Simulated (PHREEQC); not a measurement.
Consider water at 25 °C with 0.09 mol/kgw HF, 0.00037 mol/kgw KF and 0.024 mol/kgw H3PO4. Closed to the air; pH follows from the charge balance.

All values are PHREEQC results (ion-association model, phreeqc.dat), not measurements.

Each row changes one thing in this solution. This is a speciation only: nothing precipitates in the calculation.

| case | pH | ionic strength (mol/kgw) | HF (mol/kgw) | H3PO4 (mol/kgw) | H2PO4- (mol/kgw) | F- (mol/kgw) |
|---|---|---|---|---|---|---|
| as made | 1.88 | 0.0151 | 0.0826 | 0.0152 | 0.00881 | 0.00475 |
| KF from 0.00037 to 0.000555 mol/kgw | 1.88 | 0.0152 | 0.0827 | 0.0152 | 0.00885 | 0.00478 |
| H3PO4 from 0.024 to 0.036 mol/kgw | 1.81 | 0.0175 | 0.0835 | 0.0239 | 0.0120 | 0.00417 |
| H3PO4 from 0.024 to 0.048 mol/kgw | 1.76 | … | 0.0842 | 0.0331 | 0.0149 | 0.00375 |
| diluted 5-fold with water | 2.31 | 0.00531 | 0.0155 | 0.00192 | 0.00288 | 0.00229 |
| KF replaced by H2SiF6 at the same molality | 1.86 | 0.0157 | 0.0825 | 0.0154 | 0.00860 | … |
| diluted 2-fold with water | 2.06 | 0.00962 | 0.0406 | 0.00642 | 0.00558 | 0.00349 |
| KF replaced by NaBF4 at the same molality | 1.87 | 0.0153 | 0.0824 | 0.0153 | 0.00874 | 0.00467 |

Problem. Some entries are withheld; supply them.

Solution. 
- H3PO4 from 0.024 to 0.048 mol/kgw, ionic strength (mol/kgw): 0.0198
- KF replaced by H2SiF6 at the same molality, F- (mol/kgw): 0.00456

Complexes and solids missing from the database can't appear. Real BF4- forms and hydrolyses slowly; the run takes it at equilibrium.
